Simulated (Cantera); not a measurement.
Cantera run:

```python
import numpy as np
import cantera as ct

gas_names = """
    CL CLO CL2 H HCL HNO HNO2 HNO3 HOCL HO2 H2 H2O H2O2 N NH NH2 NH3 NH2OH NO NO2 NO3 N2 N2H2 N2H4 N2O O
    OH O2 O3 Ti TiCL TiCL2 TiCL3 TiCL4 TiO TiOCL TiOCL2 TiO2
""".split()
cond_names = """
    H2O(s) H2O(L) NH4CL(a) NH4CL(b) Ti(a) Ti(b) Ti(L) TiCL2(s) TiCL3(s) TiCL4(L) TiN(s) TiN(L) TiO(a)
    TiO(b) TiO(L) TiO2(ru) TiO2(L) Ti2O3(a) Ti2O3(b) Ti2O3(L) Ti3O5(a) Ti3O5(b) Ti3O5(L) Ti4O7(s)
    Ti4O7(L)
""".split()


# ... load() reads the species with a 1 bar reference pressure and builds the phases ...
atoms = {
    'TiCl4': {'Ti': 1, 'CL': 4},
    'H2O': {'H': 2, 'O': 1},
    'N2': {'N': 2},
}
top_T = {'TiCL2(s)': 1300, 'TiCL3(s)': 1000}  # K; cautious upper limits of use, not melting points


# ... equilibrate(T, P, feed) seeds the gas with the atoms and calls Mixture.equilibrate('TP', solver="vcs", rtol=1e-11, max_steps=5000) ...
results = []
T = 1675  # K
P = 100000  # Pa
for m in [13, 26, 40, 53, 67, 80, 93, 110, 120, 130, 150, 160]:
    feed = {'TiCl4': 1, 'H2O': 15, 'N2': m}  # mol
    mix = equilibrate(T, P, feed)
    results.append((T, P, feed, dict(zip(mix.species_names, mix.species_moles))))
    x = sorted(zip(gas.X, gas.species_names), reverse=True)
    print(f"T = {T:g} K  P = {P:g} Pa  n(N2) = {m:g} mol  gas = {mix.phase_moles(0):.4g} mol")
    print("   x: " + "  ".join(f"{s} {v:.3e}" for v, s in x if v > 0.001))
    print("   condensed (mol): " + ("  ".join(f"{mix.phase(i).name} {mix.phase_moles(i):.4g}"
          for i in range(1, mix.n_phases) if mix.phase_moles(i) > 1e-12) or "none"))
```

Result:

```
T = 1675 K  P = 100000 Pa  n(N2) = 13 mol  gas = 30.01 mol
   x: N2 4.331e-01  H2O 4.327e-01  HCL 1.328e-01
   condensed (mol): TiO2(ru) 1
T = 1675 K  P = 100000 Pa  n(N2) = 26 mol  gas = 43.02 mol
   x: N2 6.044e-01  H2O 3.019e-01  HCL 9.259e-02
   condensed (mol): TiO2(ru) 1
T = 1675 K  P = 100000 Pa  n(N2) = 40 mol  gas = 57.02 mol
   x: N2 7.015e-01  H2O 2.277e-01  HCL 6.983e-02
   condensed (mol): TiO2(ru) 1
T = 1675 K  P = 100000 Pa  n(N2) = 53 mol  gas = 70.02 mol
   x: N2 7.569e-01  H2O 1.854e-01  HCL 5.685e-02
   condensed (mol): TiO2(ru) 1
T = 1675 K  P = 100000 Pa  n(N2) = 67 mol  gas = 84.02 mol
   x: N2 7.974e-01  H2O 1.545e-01  HCL 4.736e-02
   condensed (mol): TiO2(ru) 1
T = 1675 K  P = 100000 Pa  n(N2) = 80 mol  gas = 97.02 mol
   x: N2 8.245e-01  H2O 1.338e-01  HCL 4.100e-02
   condensed (mol): TiO2(ru) 1
T = 1675 K  P = 100000 Pa  n(N2) = 93 mol  gas = 110 mol
   x: N2 8.453e-01  H2O 1.180e-01  HCL 3.615e-02
   condensed (mol): TiO2(ru) 1
T = 1675 K  P = 100000 Pa  n(N2) = 110 mol  gas = 127 mol
   x: N2 8.660e-01  H2O 1.022e-01  HCL 3.130e-02
   condensed (mol): TiO2(ru) 1
T = 1675 K  P = 100000 Pa  n(N2) = 120 mol  gas = 137 mol
   x: N2 8.757e-01  H2O 9.472e-02  HCL 2.902e-02
   condensed (mol): TiO2(ru) 1
T = 1675 K  P = 100000 Pa  n(N2) = 130 mol  gas = 147 mol
   x: N2 8.842e-01  H2O 8.827e-02  HCL 2.704e-02
   condensed (mol): TiO2(ru) 1
T = 1675 K  P = 100000 Pa  n(N2) = 150 mol  gas = 167 mol
   x: N2 8.981e-01  H2O 7.769e-02  HCL 2.379e-02
   condensed (mol): TiO2(ru) 1
T = 1675 K  P = 100000 Pa  n(N2) = 160 mol  gas = 177 mol
   x: N2 9.038e-01  H2O 7.330e-02  HCL 2.245e-02
   condensed (mol): TiO2(ru) 1
```

These are equilibrium values from Cantera (NASA tables, ideal gas, pure condensed phases), not measurements of a reactor. Gases not in the tables: TiO(OH)2.
